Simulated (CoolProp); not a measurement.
Vapour-liquid equilibrium of R125 (1) + R152A (2) at 305.8 K; x and y are mole fractions of (1).

Values from CoolProp's multi-fluid Helmholtz-energy mixture model, Lemmon 2005 and Outcalt 1996; pair parameters Bell 2016.

```
x     bubble pressure (MPa)  y at the bubble point  dew pressure at overall composition x (MPa)  liquid density (mol/L)
----  ---------------------  ---------------------  -------------------------------------------  ----------------------
0.05                 0.7895                  0.095                                       0.7673                   13.11
0.15                 0.8768                  0.252                                       0.8185                   12.71
0.25                 0.9607                  0.382                                       0.8753                   12.32
0.35                  1.044                  0.494                                       0.9387                   11.95
0.45                  1.128                  0.593                                        1.010                   11.58
0.55                  1.216                  0.683                                        1.090                   11.21
0.65                  1.308                  0.765                                        1.182                   10.85
0.75                  1.405                  0.841                                        1.289                   10.48
0.85                  1.509                  0.909                                        1.418                   10.10
0.95                  1.619                  0.971                                        1.579                   9.712
```

No azeotrope shows between x = 0.05 and 0.95.

The pair parameters rest on a limited set of measurements; away from them the model extrapolates.
